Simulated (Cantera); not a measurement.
## Cu2O + H2 + H2O (hydrogen reduction and annealing atmospheres)

Charge: 1 mol Cu2O, 16 mol H2, 0.3 mol H2O, held at 5.50 bar.

These are equilibrium values from Cantera (NASA tables, ideal gas, pure condensed phases), not measurements of a reactor. Candidate condensed phases: Cu, CuO, Cu(OH)2, Cu2O, H2O; 12 gas species. Rates play no part.

| T (K) | x H2 | x H2O | x H | x Cu | n Cu(s) | n Cu(l) |
|---|---|---|---|---|---|---|
| 925 | 0.920 | 0.0798 | 1.07e-10 | <1e-12 | 2.00 | 0 |
| 1025 | 0.920 | 0.0798 | 1.78e-9 | 7.54e-12 | 2.00 | 0 |
| 1125 | 0.920 | 0.0798 | 1.82e-8 | 2.43e-10 | 2.00 | 0 |
| 1225 | 0.920 | 0.0798 | 1.27e-7 | 4.40e-9 | 2.00 | 0 |
| 1325 | 0.920 | 0.0798 | 6.69e-7 | 5.11e-8 | 2.00 | 0 |
| 1425 | 0.920 | 0.0798 | 2.79e-6 | 3.95e-7 | 0 | 2.00 |
| 1525 | 0.920 | 0.0798 | 9.68e-6 | 2.26e-6 | 0 | 2.00 |
| 1625 | 0.920 | 0.0798 | 2.89e-5 | 1.04e-5 | 0 | 2.00 |
| 1725 | 0.920 | 0.0797 | 7.60e-5 | 3.98e-5 | 0 | 2.00 |
| 1825 | 0.920 | 0.0797 | 0.000180 | 0.000131 | 0 | 2.00 |
x: gas mole fraction; n: condensed amount in mol.

From 925 K to 1325 K the condensed part is Cu(s). From 1425 K to 1825 K the condensed part is Cu(l).
